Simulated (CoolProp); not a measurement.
Vapour-liquid equilibrium of R143a (1) + propane (2) at 8.67 bar; x and y are mole fractions of (1).

Computed with CoolProp (multi-fluid Helmholtz-energy mixture model, Lemmon and Jacobsen 2000 and Lemmon 2009; pair parameters Bell 2016).

**Question.** Give the bubble temperature and the first vapour's composition at x = 0.45, 0.75, 0.85. Is there an azeotrope?

**Answer.** x = 0.45: 279.0 K, y = 0.521; x = 0.75: 279.1 K, y = 0.697; x = 0.85: 280.3 K, y = 0.788. y crosses x between x = 0.55 and 0.65: the model has an azeotrope there.

The pair parameters rest on a limited set of measurements; away from them the model extrapolates.
